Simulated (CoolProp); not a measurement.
A simple Rankine cycle with water: condensing at 294.15 K, boiler at 5.29 MPa, turbine inlet 690.6 K, turbine efficiency 0.9, pump efficiency 0.8, no recuperator. Each further row changes one setting.

The numbers come from the reference Helmholtz-energy equation of state, Wagner 2002 in CoolProp.

| case | thermal efficiency (%) | net work (kJ/kg) | heat in (kJ/kg) | turbine exit temperature (K) | volume ratio over the turbine |
|---|---|---|---|---|---|
| as stated | 36.3 | 1140 | 3140 | 294.1 | 790 |
| turbine inlet 710.6 K | 36.5 | 1160 | 3190 | 294.1 | 771 |
| condensing temperature 286.15 K | 37.4 | 1190 | 3170 | 286.1 | 1260 |
| boiler pressure 3.7 MPa | 35.1 | 1110 | 3170 | 294.1 | 555 |
| turbine efficiency 0.8 | 32.2 | 1010 | 3140 | 294.1 | 840 |

The expansion ends wet for: as stated; turbine inlet 710.6 K; condensing temperature 286.15 K; boiler pressure 3.7 MPa; turbine efficiency 0.8.
